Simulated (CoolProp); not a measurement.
Toluene along the isobar 4.84 MPa: Z from the reference equation and from simpler models built on Tc = 318.6 °C, pc = 4.126 MPa, ω = 0.266; each cubic takes its own stable root.

The numbers come from the reference Helmholtz-energy equation of state, Lemmon 2006 in CoolProp. It is a short technical equation, of lower accuracy than the large ones.

```csv
T (°C),phase,reference,van der Waals,Soave-Redlich-Kwong
147.25,liquid,0.1705,0.2808,0.1897
160.55,liquid,0.1684,0.2769,0.1878
173.95,liquid,0.1667,0.2735,0.1863
187.25,liquid,0.1654,0.2707,0.1854
200.55,liquid,0.1645,0.2686,0.1851
213.85,liquid,0.1640,0.2671,0.1855
227.15,liquid,0.1640,0.2664,0.1866
240.45,liquid,0.1645,0.2665,0.1886
253.75,liquid,0.1657,0.2676,0.1917
267.05,liquid,0.1679,0.2698,0.1963
280.35,liquid,0.1713,0.2737,0.2031
293.65,liquid,0.1767,0.2799,0.2133
306.95,liquid,0.1858,0.2898,0.2298
320.25,supercritical,0.2048,0.3066,0.2619
333.55,supercritical,0.3240,0.3423,0.3770
346.85,supercritical,0.4857,0.4483,0.5190
```
